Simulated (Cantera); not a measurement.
Charge: 1 mol Si, a varied amount of Br₂, held at 2.40 Pa.

Method: chemical equilibrium by Gibbs-energy minimisation in Cantera with the NASA 1993 tables (ideal gas, pure condensed phases). Candidate condensed phases: Br₂, Si; 9 gas species. The tables' values for SiBr₃ are old estimates. Kinetics and transport are ignored.

Task: What condenses at these points (T in °C, n(Br₂) in mol): (877, 3.8); (1077, 0.82); (377, 1); (177, 3.2); (677, 1)?

Result: 
| T (°C) | n(Br₂) in mol | condensed phases | Si condensed (%) |
|---|---|---|---|
| 877 | 3.8 | gas only | 0.0 |
| 1077 | 0.82 | Si | 20.8 |
| 377 | 1 | Si | 50.0 |
| 177 | 3.2 | gas only | 0.0 |
| 677 | 1 | Si | 46.3 |
